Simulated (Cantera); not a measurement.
Feed: 1 mol Si₂Cl₆, 2.8 mol HCl, 13 mol H₂, equilibrated at 1600 K and 33.0 mbar.

Method: chemical equilibrium by Gibbs-energy minimisation in Cantera with the NASA 1993 tables (ideal gas, pure condensed phases). Candidate condensed phases: Si; 19 gas species. The feed counts by its element totals alone. The tables' values for SiCl₃, SiCl are old estimates; treat these amounts as uncertain. The numbers say what is thermodynamically allowed, not how fast it happens.

Base state: H₂ 0.647, HCl 0.246, SiCl₂ 0.0976, SiCl₃ 0.00740, SiCl₄ 0.00138, SiHCl₃ 0.000525, H 0.000241, Cl 7.24e-5 (mole fractions); condensed: gas only.

Question: What changes in the equilibrium state with this change: temperature from 1600 K to 1700 K?

Answer: 
```csv
species,before,after
H₂,0.647,0.642
HCl,0.246,0.250
SiCl₂,0.0976,0.101
SiCl,1.63e-5,5.49e-5
SiCl₄,0.00138,0.000416
Cl,7.24e-5,0.000197
H,0.000241,0.000650
SiHCl₃,0.000525,0.000206
```
